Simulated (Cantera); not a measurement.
An isothermal, constant-pressure homogeneous reactor starts with 0.289 % CO, 0.129 % O2, 0.0707 % H2O, 99.5 % N2, equivalence ratio 1.1, at 1275 K and 5930 Torr.

Cantera simulation using GRI-Mech 3.0 (53 species, 325 reactions); the numbers are that mechanism's predictions, not measurements.

x: mole fraction; the columns are a selection and need not sum to one.

```json
[
 {"t (s)": "0.000500", "x CO": "0.00289", "x O2": "0.00129", "x H2O": "0.000707", "x H2O2": "<1e-12", "x NO2": "<1e-12", "x NO": "<1e-12", "x H": "3.43e-10"},
 {"t (s)": "0.00115", "x CO": "0.00289", "x O2": "0.00129", "x H2O": "0.000707", "x H2O2": "<1e-12", "x NO2": "<1e-12", "x NO": "<1e-12", "x H": "2.61e-9"},
 {"t (s)": "0.00263", "x CO": "0.00288", "x O2": "0.00129", "x H2O": "0.000706", "x H2O2": "5.94e-10", "x NO2": "<1e-12", "x NO": "1.95e-12", "x H": "1.25e-7"},
 {"t (s)": "0.00602", "x CO": "0.00260", "x O2": "0.00115", "x H2O": "0.000692", "x H2O2": "?", "x NO2": "1.15e-10", "x NO": "6.01e-9", "x H": "2.67e-6"},
 {"t (s)": "0.0138", "x CO": "0.00160", "x O2": "0.000654", "x H2O": "0.000688", "x H2O2": "?", "x NO2": "1.00e-9", "x NO": "8.58e-8", "x H": "3.49e-6"},
 {"t (s)": "0.0316", "x CO": "0.000598", "x O2": "0.000155", "x H2O": "0.000689", "x H2O2": "?", "x NO2": "1.11e-9", "x NO": "2.96e-7", "x H": "3.99e-6"},
 {"t (s)": "0.0725", "x CO": "0.000276", "x O2": "4.02e-6", "x H2O": "0.000675", "x H2O2": "7.72e-11", "x NO2": "8.74e-11", "x NO": "4.39e-7", "x H": "2.28e-6"},
 {"t (s)": "0.166", "x CO": "0.000262", "x O2": "3.13e-7", "x H2O": "0.000670", "x H2O2": "2.04e-12", "x NO2": "1.74e-11", "x NO": "4.42e-7", "x H": "4.26e-7"},
 {"t (s)": "0.381", "x CO": "0.000261", "x O2": "8.11e-8", "x H2O": "0.000669", "x H2O2": "<1e-12", "x NO2": "6.96e-12", "x NO": "4.34e-7", "x H": "1.34e-7"},
 {"t (s)": "0.873", "x CO": "0.000260", "x O2": "2.96e-8", "x H2O": "0.000668", "x H2O2": "<1e-12", "x NO2": "3.00e-12", "x NO": "4.27e-7", "x H": "5.08e-8"},
 {"t (s)": "2.00", "x CO": "0.000260", "x O2": "1.22e-8", "x H2O": "0.000668", "x H2O2": "<1e-12", "x NO2": "1.30e-12", "x NO": "4.20e-7", "x H": "2.16e-8"}
]
```

Fill in the missing entries.


- 0.00602, x H2O2: 1.01e-8
- 0.0138, x H2O2: 5.99e-9
- 0.0316, x H2O2: 1.72e-9
